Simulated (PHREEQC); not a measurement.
Make-up at 83 °C: 0.14 mol/kgw HF and 6.1e-05 mol/kgw NiCl2. Closed to the air; pH follows from the charge balance.

Model: ion-association model, wateq4f.dat, run in PHREEQC.

```tsv
quantity	before	after
pH	2.20	2.00
ionic strength (mol/kgw)	0.00710	0.0114
HF (mol/kgw)	0.123	0.234
F- (mol/kgw)	0.00454	0.00560
H2F2 (mol/kgw)	0.00395	0.0144
HF2- (mol/kgw)	0.00237	0.00559
```

Task: Name the change that produced these shifts.
A) NiCl2 from 6.1e-05 to 9.15e-05 mol/kgw
B) 0.0024 mol/kgw Li2SO4 added
C) diluted 2-fold with water
D) HF from 0.14 to 0.28 mol/kgw
E) temperature from 83 to 40 °C

Result: D, HF from 0.14 to 0.28 mol/kgw

This is a speciation only: nothing precipitates in the calculation. wateq4f.dat counts part of the HF as a dimer, H2F2, which phreeqc.dat doesn't know; its constant is uncertain. At this temperature some constants are extrapolated from 25 °C, and those without enthalpy data are left unchanged.
